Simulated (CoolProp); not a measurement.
A Linde-Hampson liquefier for normal hydrogen: isothermal reversible compression at 200 K from 1 atm to 15 MPa, throttling to 1 atm, return gas leaving the recuperator 5 K below the feed. Each further row changes one setting.

Values from CoolProp's reference Helmholtz-energy equation of state, Leachman 2009.

```json
[
 {"case": "as stated", "compression work (kJ/kg of gas)": "4210"},
 {"case": "as stated", "compression work (kJ/kg of gas)": "4210"},
 {"case": "high pressure 30 MPa", "compression work (kJ/kg of gas)": "4890"},
 {"case": "warm-end temperature 230 K", "compression work (kJ/kg of gas)": "4840"},
 {"case": "warm-end gap 10 K", "compression work (kJ/kg of gas)": "4210"},
 {"case": "high pressure 30 MPa", "compression work (kJ/kg of gas)": "4890"},
 {"case": "warm-end temperature 230 K", "compression work (kJ/kg of gas)": "4840"},
 {"case": "warm-end gap 10 K", "compression work (kJ/kg of gas)": "4210"}
]
```
